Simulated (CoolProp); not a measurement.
Vapour pressure (MPa) of sulfur dioxide: the reference equation beside estimates from Tc = 157.5 °C, pc = 7.887 MPa, ω = 0.256.

The numbers come from the reference Helmholtz-energy equation of state, Gao 2016 in CoolProp.

| T (°C) | reference | Lee-Kesler | van der Waals | Redlich-Kwong | Soave-Redlich-Kwong | Peng-Robinson |
|---|---|---|---|---|---|---|
| -61.55 | 0.005135 | 0.004920 | 0.1946 | 0.01394 | 0.005062 | 0.005500 |
| -39.35 | 0.02245 | 0.02172 | 0.3751 | 0.05202 | 0.02214 | 0.02323 |
| -17.15 | 0.07289 | 0.07147 | 0.6493 | 0.1464 | 0.07214 | 0.07391 |
| 5.05 | 0.1904 | 0.1888 | 1.036 | 0.3370 | 0.1893 | 0.1908 |
| 27.25 | 0.4225 | 0.4224 | 1.553 | 0.6696 | 0.4222 | 0.4209 |
| 49.35 | 0.8263 | 0.8292 | 2.212 | 1.189 | 0.8296 | 0.8218 |
| 71.55 | 1.474 | 1.479 | 3.031 | 1.947 | 1.486 | 1.467 |
| 93.75 | 2.439 | 2.444 | 4.020 | 2.986 | 2.469 | 2.437 |

Absolute difference from the reference over all 8 rows, mean and median: Lee-Kesler 1.4 and 0.6 %, van der Waals 887.6 and 355.8 %, Redlich-Kwong 79.7 and 67.7 %, Soave-Redlich-Kwong 0.9 and 0.9 %, Peng-Robinson 1.7 and 0.5 %.
